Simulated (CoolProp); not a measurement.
Vapour-liquid equilibrium of R125 (1) + propylene (2) at 22.75 °C; x and y are mole fractions of (1).

Values from CoolProp's multi-fluid Helmholtz-energy mixture model, Lemmon 2005 and Lemmon 2013; pair parameters Bell 2016.

| x | bubble pressure, mixture model (MPa) | bubble pressure, Raoult's law (MPa) | y, mixture model | y, Raoult's law |
|---|---|---|---|---|
| 0.05 | 1.175 | 1.101 | ? | 0.059 |
| 0.2 | 1.348 | 1.132 | 0.297 | 0.229 |
| 0.35 | 1.442 | 1.163 | 0.424 | 0.390 |
| 0.5 | 1.487 | 1.195 | 0.529 | 0.543 |
| 0.65 | 1.492 | 1.226 | ? | 0.688 |
| 0.8 | ? | 1.257 | ? | 0.826 |
| 0.95 | ? | 1.288 | 0.926 | 0.958 |

Task: What belongs in the gaps?

Result: 
- 0.05, y, mixture model: 0.101
- 0.65, y, mixture model: 0.634
- 0.8, bubble pressure, mixture model (MPa): 1.451
- 0.8, y, mixture model: 0.757
- 0.95, bubble pressure, mixture model (MPa): 1.349

The largest gap from Raoult's law is +24.4 % in bubble pressure, at x = 0.5. y crosses x between x = 0.5 and 0.65: the model has an azeotrope there.

Pair parameters are fitted to limited data, so mixtures are less certain than the pure fluids.
